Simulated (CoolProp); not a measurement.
Vapour pressure (MPa) of tetrahydrofuran: the reference equation beside estimates from Tc = 540.2 K, pc = 5.304 MPa, ω = 0.234.

The numbers come from the reference Helmholtz-energy equation of state, Fiedler 2023 in CoolProp.

```tsv
T (K)	reference	Lee-Kesler	van der Waals	Redlich-Kwong	Soave-Redlich-Kwong	Peng-Robinson
423.2	0.8440	0.8553	1.844	1.122	0.8582	0.8481
430.5	0.9720	0.9860	1.998	1.269	0.9906	0.9784
437.7	1.112	1.129	(withheld)	1.427	1.136	1.121
444.9	(withheld)	1.286	2.323	1.598	1.296	1.279
452.2	1.438	1.462	2.500	1.785	1.474	1.455
459.4	1.624	1.651	2.682	1.984	1.668	1.646
466.7	1.831	1.861	2.875	2.200	1.882	1.859
473.9	2.053	2.088	3.074	2.428	2.113	2.087
481.1	2.296	2.333	3.281	2.672	2.363	2.336
488.4	2.563	2.604	3.499	(withheld)	2.639	2.611
495.6	2.850	2.894	3.723	3.211	2.932	2.904
502.9	3.166	3.213	3.959	3.507	3.254	3.226
510.1	3.505	3.553	4.200	3.817	3.595	3.569
```

Question: Fill in the missing entries.

Answer: 
- 437.7, van der Waals: 2.156
- 444.9, reference: 1.266
- 488.4, Redlich-Kwong: 2.935

Absolute difference from the reference over all 13 rows, mean and median: Lee-Kesler 1.6 and 1.6 %, van der Waals 61.7 and 57.0 %, Redlich-Kwong 20.5 and 20.2 %, Soave-Redlich-Kwong 2.6 and 2.7 %, Peng-Robinson 1.4 and 1.5 %.
